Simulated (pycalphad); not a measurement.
Source of the numbers: pycalphad with the COST 507 light-alloy database (1999); pressure 1 atm. The database dates from 1999; later assessments differ in places, in temperatures and in the compounds included. Phase fractions are per mole of atoms.

Task: Give the equilibrium state of Si-76.2Al (at.%) at 950 K.

Result: liquid, fraction 0.935, with 81.5 Al at.%; diamond (Si), fraction 0.065, with <0.01 Al at.%.

Task: Give the equilibrium state of Si-76.2Al (at.%) at 750 K.

Result: fcc, fraction 0.767, with 99.39 Al at.%; diamond (Si), fraction 0.233, with <0.01 Al at.%.
